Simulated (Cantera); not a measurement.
# Reactions in the system C-O-Ti

Standard-state values (1 bar) from the NASA 1993 polynomials, evaluated with Cantera. Values are per mole of reaction as written; species without (g) are pure solids or liquids, kept so even where they would boil at 1 bar. TiC: taken at fixed stoichiometry.

5 C + Ti₂O₃ ⇌ 2 TiC + 3 CO(g)

| T (K) | ΔH° (kJ) | ΔS° (J/K) | ΔG° (kJ) | log10 K |
|---|---|---|---|---|
| 2173 | 629.5 | 410.7 | -263.0 | 6.32 |
| 2248 | 625.6 | 409.0 | -293.7 | 6.83 |
| 2323 | 621.8 | 407.3 | -324.3 | 7.29 |
| 2398 | 618.1 | 405.7 | -354.8 | 7.73 |
| 2473 | 614.4 | 404.2 | -385.2 | 8.14 |
| 2548 | 610.9 | 402.8 | -415.5 | 8.52 |
| 2623 | 607.5 | 401.5 | -445.6 | 8.87 |

11 CO(g) + Ti₃O₅ ⇌ 3 TiC + 8 CO₂(g)

| T (K) | ΔH° (kJ) | ΔS° (J/K) | ΔG° (kJ) | log10 K |
|---|---|---|---|---|
| 2173 | -208.9 | -652.3 | 1208.5 | -29.05 |
| 2248 | -208.7 | -652.2 | 1257.5 | -29.22 |
| 2323 | -208.4 | -652.1 | 1306.4 | -29.37 |
| 2398 | -207.8 | -651.8 | 1355.3 | -29.52 |
| 2473 | -207.1 | -651.5 | 1404.1 | -29.66 |
| 2548 | -206.1 | -651.1 | 1453.0 | -29.79 |
| 2623 | -205.0 | -650.7 | 1501.8 | -29.91 |

4 Ti₃O₅ ⇌ O₂(g) + 6 Ti₂O₃

```tsv
T (K)	ΔH° (kJ)	ΔS° (J/K)	ΔG° (kJ)	log10 K
2173	642.1	82.6	462.6	-11.12
2248	635.3	79.5	456.5	-10.61
2323	628.4	76.5	450.6	-10.13
2398	621.6	73.6	445.0	-9.69
2473	614.8	70.8	439.6	-9.29
2548	608.0	68.1	434.4	-8.90
2623	601.2	65.5	429.4	-8.55
```

2 Ti₄O₇ ⇌ Ti + 7 TiO₂

```csv
T (K),ΔH° (kJ),ΔS° (J/K),ΔG° (kJ),log10 K
2173,152.2,-79.2,324.3,-7.80
2248,153.2,-78.7,330.2,-7.67
2323,154.2,-78.3,336.1,-7.56
2398,155.2,-77.9,342.0,-7.45
2473,156.2,-77.5,347.8,-7.35
2548,157.2,-77.1,353.6,-7.25
2623,158.2,-76.7,359.4,-7.16
```
